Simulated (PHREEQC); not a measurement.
0.15 g of hydrous ferric oxide (600 m²/g; 0.2 weak and 0.005 strong sites per Fe, Dzombak-Morel constants, diffuse double layer) in 1 kg of water with 0.001 mol/kgw of an inert sodium salt and 5.1e-05 mol/kgw NaH2PO4, at 25 °C; the pH is set by adding NaOH or the inert anion's acid. Oxygen alone is held at its pressure in air (log pO2 = -0.68). No CO2 enters from the air. Nothing may precipitate in this run.

Computed with PHREEQC (ion-association model, wateq4f.dat).

| pH | P sorbed (%) | surface charge σ (C/m²) | surface potential ψ (mV) |
|---|---|---|---|
| 4 | 100.0 | 0.088 | 194 |
| 4.5 | 100.0 | 0.056 | 172 |
| 5 | 100.0 | 0.034 | 148 |
| 5.5 | 100.0 | 0.020 | 122 |
| 6 | 100.0 | 0.012 | 95 |
| 6.5 | 100.0 | 0.006 | 67 |
| 7 | 99.8 | 0.003 | 38 |
| 7.5 | 99.1 | 0.001 | 9 |
| 8 | 94.2 | -0.001 | -19 |
| 8.5 | 73.5 | -0.004 | -42 |
| 9 | 37.8 | -0.006 | -62 |
| 9.5 | 10.4 | -0.010 | -82 |
| 10 | 1.6 | -0.017 | -107 |

H3PO4, which wateq4f.dat lacks, is added to it with the constant of phreeqc.dat.
